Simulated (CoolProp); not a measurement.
The numbers come from the reference Helmholtz-energy equation of state, Lemmon 2022 in CoolProp.

Question: For R1234yf, give the phase and the cv (kJ/(kg K)), Joule-Thomson coefficient (K/MPa), viscosity (µPa s) at 374.7 K and 0.209 MPa; 374.7 K and 1.63 MPa; 374.7 K and 3.72 MPa.

Answer: 
- 374.7 K and 0.209 MPa: gas; cv 0.959, Joule-Thomson coefficient 9.22, viscosity 15.5
- 374.7 K and 1.63 MPa: gas; cv 0.995, Joule-Thomson coefficient 11.0, viscosity 16.0
- 374.7 K and 3.72 MPa: supercritical; cv 1.14, Joule-Thomson coefficient 15.5, viscosity 26.8

Viscosity comes from a separate model (Bell 2016), an estimate that may be off by 10 % or more.
